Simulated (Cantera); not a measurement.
A freely propagating, adiabatic, planar premixed flame of CO : H2 : CH4 : O2 : N2 : CO2 = 1 : 0.062 : 0.76 : 1.37 : 5.14 : 0.95 (molar parts), equivalence ratio 1.5, unburnt at 550 K and 750 Torr; mixture-averaged transport, grid criteria slope 0.08 and curve 0.16, no radiation.

Cantera simulation using GRI-Mech 3.0 (53 species, 325 reactions); the numbers are that mechanism's predictions, not measurements. Burning velocities carry a grid error of a few per cent, more on coarse grids.

Problem. Predict: laminar burning velocity; thermal thickness; peak x(CH3); peak x(C2H); peak x(CH2O).

Solution. 
```json
{
 "laminar_burning_velocity": "56.5 cm/s",
 "thermal_thickness": "0.501 mm",
 "peak x(CH3)": "0.00194",
 "peak x(C2H)": "2.42e-7",
 "peak x(CH2O)": "0.000774"
}
```
